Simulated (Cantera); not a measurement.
Thermodynamics of carbothermic reduction, feed PbO + CO + H2

Charge: 1 mol PbO, 8.1 mol CO, 0.21 mol H2, at 1 atm.

These are equilibrium values from Cantera (NASA tables, ideal gas, pure condensed phases), not measurements of a reactor. Candidate condensed phases: C, C6H6, C7H8, C8H18, H2O, Pb, PbO, PbO2, Pb3O4; 113 gas species. Gases not in the tables: (PbO)n polymers. Kinetics and transport are ignored.

From 1848 K to 2648 K nothing is condensed.

| T (K) | log p CO | log p Pb | log p CO2 | log p H2 | log p H2O | log p H | log p PbO | log p OH |
|---|---|---|---|---|---|---|---|---|
| 1848 | -0.11 | -0.96 | -1.00 | -1.82 | -2.11 | -4.19 | -3.86 | -5.61 |
| 1948 | -0.11 | -0.96 | -1.00 | -1.84 | -2.09 | -3.87 | -3.64 | -5.16 |
| 2048 | -0.11 | -0.97 | -1.00 | -1.85 | -2.07 | -3.57 | -3.45 | -4.75 |
| 2148 | -0.11 | -0.97 | -1.00 | -1.86 | -2.05 | -3.31 | -3.28 | -4.39 |
| 2248 | -0.11 | -0.97 | -1.01 | -1.88 | -2.04 | -3.07 | -3.12 | -4.06 |
| 2348 | -0.11 | -0.97 | -1.01 | -1.89 | -2.03 | -2.85 | -2.98 | -3.76 |
| 2448 | -0.11 | -0.97 | -1.01 | -1.91 | -2.03 | -2.66 | -2.85 | -3.49 |
| 2548 | -0.11 | -0.97 | -1.01 | -1.93 | -2.04 | -2.48 | -2.74 | -3.24 |
| 2648 | -0.11 | -0.97 | -1.02 | -1.96 | -2.05 | -2.31 | -2.64 | -3.02 |
log p: log10 of the partial pressure in bar; nothing condenses.
